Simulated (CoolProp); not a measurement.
Properties of fluorine along the isobar 5.6 MPa.

Model: reference Helmholtz-energy equation of state, de Reuck 1990, in CoolProp.

```csv
T (K),phase,density (kg/m³),Joule-Thomson coefficient (K/MPa),isothermal compressibility (1/MPa)
94,liquid,1454,-0.2451,0.002171
108.7,liquid,1342,-0.1560,0.003652
123.4,liquid,1207,0.03465,0.007411
138.1,liquid,1006,0.6654,0.02897
152.8,supercritical,284.1,6.152,0.3752
167.5,supercritical,206.2,5.336,0.2503
182.1,supercritical,172.0,4.549,0.2197
196.8,supercritical,150.2,3.905,0.2054
211.5,supercritical,134.6,3.380,0.1971
226.2,supercritical,122.6,2.948,0.1919
```
